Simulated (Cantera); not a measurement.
Equilibrium for boron, boron nitride and boron oxide: B + N2 + H2

Input: 1 mol B, 0.35 mol N2, 9.1 mol H2, held at 0.150 Torr.

Equilibrium computed with Cantera from the NASA thermochemical tables; the gas is ideal and each condensed phase is pure. Candidate condensed phases: B, BN; 15 gas species. N2 is the only nitrogen source here; it is nearly inert below about 1500 K, so the nitride shown seldom forms there in practice. Mutual solubility and eutectic melting of coexisting phases are not modelled. The tables' values for BH2 are old estimates; treat these amounts as uncertain. Equilibrium is a limit: real reactors are often held back by kinetics, nucleation or transport.

```tsv
T (K)	x H2	x H	x N2	x B	x BH2	x BH	n B(s)	n BN(s)
1023	1.00	2.93e-7	<1e-12	<1e-12	6.78e-9	<1e-12	0.300	0.700
1173	1.000	8.34e-6	3.77e-10	<1e-12	1.28e-7	<1e-12	0.300	0.700
1323	1.000	0.000112	1.28e-7	2.43e-11	1.23e-6	3.34e-11	0.300	0.700
1473	0.999	0.000894	1.31e-5	4.26e-9	7.43e-6	1.90e-9	0.300	0.700
1623	0.995	0.00487	0.000565	2.86e-7	3.18e-5	5.07e-8	0.310	0.690
1773	0.967	0.0198	0.0128	9.32e-6	0.000104	7.61e-7	0.538	0.461
1923	0.900	0.0632	0.0359	0.000176	0.000266	7.25e-6	0.996	0
2073	0.797	0.166	0.0339	0.00215	0.000559	4.80e-5	0.971	0
2223	0.600	0.351	0.0298	0.0187	0.000885	0.000224	0.768	0
```
x: gas mole fraction; n: condensed amount in mol.

From 1023 K to 1773 K the condensed part is B(s) + BN(s). From 1923 K to 2223 K the condensed part is B(s).
